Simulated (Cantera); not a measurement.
Feed: 1 mol CH3Cl, 1.3 mol HCl, at 5.70 Pa.

These are equilibrium values from Cantera (NASA tables, ideal gas, pure condensed phases), not measurements of a reactor. Candidate condensed phases: C, C6H6, C7H8, C8H18; 91 gas species. Equilibrium is a limit: real reactors are often held back by kinetics, nucleation or transport.

log p: log10 of the partial pressure in bar; n: condensed amount in mol.

```json
[
 {"T (K)": "1473", "log p HCl": "-4.40", "log p H2": "-4.76", "log p H": "-7.28", "log p Cl": "-7.01", "log p C2H2 (acetylene)": "…", "n C(graphite)": "1.000"},
 {"T (K)": "1548", "log p HCl": "-4.40", "log p H2": "-4.76", "log p H": "-6.89", "log p Cl": "-6.63", "log p C2H2 (acetylene)": "…", "n C(graphite)": "1.000"},
 {"T (K)": "1623", "log p HCl": "-4.41", "log p H2": "-4.76", "log p H": "-6.54", "log p Cl": "-6.29", "log p C2H2 (acetylene)": "…", "n C(graphite)": "1.000"},
 {"T (K)": "1698", "log p HCl": "-4.42", "log p H2": "-4.76", "log p H": "-6.22", "log p Cl": "-5.99", "log p C2H2 (acetylene)": "…", "n C(graphite)": "1.000"},
 {"T (K)": "1773", "log p HCl": "-4.44", "log p H2": "-4.77", "log p H": "-5.93", "log p Cl": "-5.71", "log p C2H2 (acetylene)": "…", "n C(graphite)": "1.000"},
 {"T (K)": "1848", "log p HCl": "-4.46", "log p H2": "-4.77", "log p H": "-5.66", "log p Cl": "-5.47", "log p C2H2 (acetylene)": "…", "n C(graphite)": "0.999"},
 {"T (K)": "1923", "log p HCl": "-4.51", "log p H2": "-4.78", "log p H": "-5.42", "log p Cl": "-5.27", "log p C2H2 (acetylene)": "…", "n C(graphite)": "0.999"},
 {"T (K)": "1998", "log p HCl": "-4.57", "log p H2": "-4.80", "log p H": "-5.19", "log p Cl": "-5.10", "log p C2H2 (acetylene)": "…", "n C(graphite)": "0.998"},
 {"T (K)": "2073", "log p HCl": "-4.67", "log p H2": "-4.84", "log p H": "-5.00", "log p Cl": "-4.96", "log p C2H2 (acetylene)": "…", "n C(graphite)": "0.997"},
 {"T (K)": "2148", "log p HCl": "-4.80", "log p H2": "-4.90", "log p H": "-4.83", "log p Cl": "-4.86", "log p C2H2 (acetylene)": "…", "n C(graphite)": "0.996"}
]
```

Question: What belongs in the gaps?

Answer: 
- 1473, log p C2H2 (acetylene): -9.95
- 1548, log p C2H2 (acetylene): -9.57
- 1623, log p C2H2 (acetylene): -9.22
- 1698, log p C2H2 (acetylene): -8.91
- 1773, log p C2H2 (acetylene): -8.62
- 1848, log p C2H2 (acetylene): -8.36
- 1923, log p C2H2 (acetylene): -8.12
- 1998, log p C2H2 (acetylene): -7.92
- 2073, log p C2H2 (acetylene): -7.75
- 2148, log p C2H2 (acetylene): -7.62
